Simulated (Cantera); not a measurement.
Cantera with NASA thermochemical tables; ideal gases at 1 bar, condensed phases pure. Values are per mole of reaction as written; species without (g) are pure solids or liquids, kept so even where they would boil at 1 bar. TiC: taken at fixed stoichiometry.

3 CCl4(g) + 7 Ti = 4 TiCl3 + 3 TiC, with ΔH° = -3151.9 kJ and ΔS° = -513.3 J/K at 300 K.

### Question
How far is the shortcut ΔG° ≈ ΔH°(300 K) − T·ΔS°(300 K) from the full temperature-dependent value at 373, 448, 523, 598, 673, 748, 823, 898, 973 K?

### Answer
| T (K) | shortcut (kJ) | full (kJ) | difference (kJ) | difference in log10 K |
|---|---|---|---|---|
| 373 | -2960.4 | -2960.9 | 0.5 | -0.07 |
| 448 | -2921.9 | -2923.8 | 1.9 | -0.22 |
| 523 | -2883.4 | -2887.5 | 4.1 | -0.41 |
| 598 | -2844.9 | -2851.7 | 6.8 | -0.59 |
| 673 | -2806.4 | -2816.4 | 10.0 | -0.78 |
| 748 | -2767.9 | -2781.5 | 13.6 | -0.95 |
| 823 | -2729.4 | -2747.1 | 17.6 | -1.12 |
| 898 | -2690.9 | -2712.9 | 22.0 | -1.28 |
| 973 | -2652.4 | -2678.9 | 26.5 | -1.43 |
The shortcut ignores the heat-capacity change of the reaction.
